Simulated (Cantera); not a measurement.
Feed: 1 mol c-C4F8, 0.031 mol F2, 7.2 mol H2, held at 2625 K.

Method: chemical equilibrium by Gibbs-energy minimisation in Cantera with the NASA 1993 tables (ideal gas, pure condensed phases). Candidate condensed phases: C, C6H6, C7H8, C8H18; 95 gas species. The feed counts by its element totals alone. Kinetics and transport are ignored.

### Question
What share of the C ends up in condensed phases as a function of P (Pa), at 1, 5.20, 27, 140, 720, 3700, 19000, 100000?

### Answer
| P (Pa) | C condensed (%) | as |
|---|---|---|
| 1 | 0.0 | - |
| 5.20 | 6.1 | C(graphite) |
| 27 | 83.8 | C(graphite) |
| 140 | 95.9 | C(graphite) |
| 720 | 97.5 | C(graphite) |
| 3700 | 97.5 | C(graphite) |
| 19000 | 97.3 | C(graphite) |
| 100000 | 97.2 | C(graphite) |
